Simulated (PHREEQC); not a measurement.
PHREEQC input (ion-association model, phreeqc.dat):

```
SOLUTION 0
  temp 25
  units mmol/kgw
  pH 7 charge
  Cl 130.01
  Cd 32
  Ba 33
  O(0) 1 O2(g) -0.68
SOLUTION 1-30
  temp 25
  units mmol/kgw
  pH 7 charge
  Cl 22.31
  Mg 9.8
  Na 2.7
  O(0) 1 O2(g) -0.68
END
EXCHANGE 1-30
  X 0.14
  -equilibrate 1
END
SELECTED_OUTPUT 1
  -reset false
  -pH true
  -pe true
  -ionic_strength true
  -water true
  -step true
  -totals Ba Cd Cl Mg Na
  -molalities BaX2 CdX2 NaX MgX2
  -saturation_indices Halite Cd(OH)2
PRINT
  -reset false
TRANSPORT
  -cells 30
  -shifts 150
  -lengths 0.0333333
  -time_step 720
  -dispersivities 0.035
  -boundary_conditions flux flux
  -correct_disp true
  -punch_cells 30
  -punch_frequency 5
END
```

Selected output (columns that matter, 10 of 31 rows; pore volumes added in front):

```
pore volumes	pH	mu	Ba	Cd	Cl	Mg	Na	m_BaX2	m_CdX2	m_NaX	m_MgX2	si_Halite	si_Cd(OH)2
0	5.0596	0.03211	0	0	0.02231	0.0098	0.0027	0	0	0.0019007	0.06905	-5.936	-1000
0.5167	5.0603	0.033283	5.9367e-25	1.9685e-14	0.023109	0.010174	0.0027503	8.2264e-24	9.6628e-14	0.0019002	0.06905	-5.9147	-17.871
1.1833	5.0816	0.14309	5.6549e-07	0.008586	0.10624	0.043155	0.0027444	1.746e-06	0.0042922	0.00089502	0.065259	-5.3869	-6.7083
1.6833	5.0657	0.14657	0.00013065	0.02577	0.12818	0.037843	0.00068155	0.0004029	0.012331	0.00022213	0.057155	-5.9714	-6.2843
2.1833	5.0569	0.13611	0.0020963	0.033753	0.12992	0.029053	0.00010706	0.0067488	0.017424	3.5654e-05	0.04581	-6.7936	-6.1618
2.85	5.0559	0.13461	0.018116	0.034783	0.13001	0.012098	5.5697e-06	0.042774	0.013235	1.5884e-06	0.01399	-8.0803	-6.1473
3.35	5.0581	0.13764	0.028791	0.032923	0.13001	0.0032856	4.7769e-07	0.056526	0.010314	1.2423e-07	0.0031594	-9.1414	-6.1736
3.85	5.0589	0.13877	0.03201	0.032233	0.13001	0.00075722	3.8673e-08	0.059744	0.0095638	9.8061e-09	0.0006922	-10.231	-6.1838
4.5167	5.0591	0.13909	0.032864	0.032034	0.13001	0.00010268	1.3164e-09	0.060537	0.0093706	3.3159e-10	9.2638e-05	-11.698	-6.1867
5.0167	5.0592	0.13914	0.03297	0.032008	0.13001	2.274e-05	1.0312e-10	0.060633	0.0093465	2.5954e-11	2.0482e-05	-12.805	-6.1871
```
